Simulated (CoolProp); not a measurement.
A single-stage vapour-compression cycle with R1336mzz(Z): evaporating at 258.15 K (dew point), condensing at 324.15 K (bubble point), superheat 2 K, subcooling 2 K, compressor efficiency 0.9, no pressure losses. Each further row changes one setting.

Computed with CoolProp (reference Helmholtz-energy equation of state, McLinden 2020).

```csv
case,cooling COP,pressure ratio,discharge temperature (K),refrigerating effect (kJ/kg),volumetric capacity (kJ/m³)
as stated,2.56,16.3,324.1,110,95.9
evaporating temperature 263.15 K,2.91,(withheld),324.1,114,(withheld)
condensing temperature 319.15 K,(withheld),13.8,319.1,116,101
subcooling 7 K,2.70,16.3,324.1,116,101
superheat 12 K,2.62,16.3,328.7,118,98.7
compressor efficiency 0.8,2.27,16.3,324.2,110,95.9
```

### Question
Fill in the missing entries.

### Answer

- evaporating temperature 263.15 K, pressure ratio: 12.4
- evaporating temperature 263.15 K, volumetric capacity (kJ/m³): 128
- condensing temperature 319.15 K, cooling COP: 2.88

The compression ends wet for: as stated; evaporating temperature 263.15 K; condensing temperature 319.15 K; subcooling 7 K.
